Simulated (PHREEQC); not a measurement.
CaCl2 is added in steps, without added water, to 1 kg of water holding 180 mmol/kgw KH2PO4, 16 mmol/kgw K2HPO4 and 48 mmol/kgw KCl, at 25 °C. Oxygen is held at 0.21 atm. The system is closed to CO2. The run lets Hydroxyapatite, Sylvite precipitate or redissolve, and no other solid.

Base run: PHREEQC, ion-association model, phreeqc.dat. Each further column changes one thing. The table gives pH.

```
CaCl2 added (mol)  base  database wateq4f.dat  metal-ligand complexes left out  Debye-Hückel limiting law  all activity coefficients set to 1
-----------------  ----  --------------------  -------------------------------  -------------------------  ----------------------------------
0                  5.67                  5.67                             5.72                       5.34                                5.98
0.08125            4.47                  4.47                             4.22                       4.93                                4.27
0.1462             4.29                  4.29                             4.04                       4.90                                4.05
0.2275             4.16                  4.16                             3.90                       4.70                                3.89
0.2925             4.10                  4.10                             3.82                       4.55                                3.81
0.3738             4.03                  4.03                             3.74                       4.38                                3.75
0.4387             3.99                  3.99                             3.68                       4.26                                3.71
0.52               3.95                  3.95                             3.61                       4.12                                3.67
```

The ionic strength passes 0.7 mol/kgw, the rough limit of the ion-association models, in part of: base; database wateq4f.dat; metal-ligand complexes left out; Debye-Hückel limiting law; all activity coefficients set to 1. H3PO4, which wateq4f.dat lacks, is added to it with the constant of phreeqc.dat. phreeqc.dat and wateq4f.dat share most of their constants, so their agreement is no independent check. Solids allowed in the column 'database wateq4f.dat': Portlandite, Hydroxyapatite.
